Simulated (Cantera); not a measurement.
Mixture: H2 : O2 : N2 : H2O = 1 : 0.769 : 2.89 : 1.2 (molar parts), equivalence ratio 0.65, at 5.00 bar, adiabatic and at constant volume. Ignition delay is the time to a rise of 400 K.

Detailed kinetics in Cantera: the H2/O2 subset of GRI-Mech 3.0, which has no nitrogen chemistry. The hydrogen kinetics of GRI-Mech 3.0 are dated; newer H2 mechanisms differ, most at raised pressure.

Task: What does this change do: pressure from 5.00 bar to 0.320 bar?

Result: 
| quantity | before | after |
|---|---|---|
| delay at 950 K | 61.6 ms | 21.9 ms |
| delay at 1000 K | 19.4 ms | 1.14 ms |
| delay at 1050 K | 6.71 ms | 0.559 ms |
| delay at 1100 K | 2.46 ms | 0.357 ms |
| delay at 1150 K | 0.929 ms | 0.257 ms |
| delay at 1200 K | 0.343 ms | 0.198 ms |
| apparent activation energy between 1100 and 1200 K | 220 kJ/mol | 65 kJ/mol |
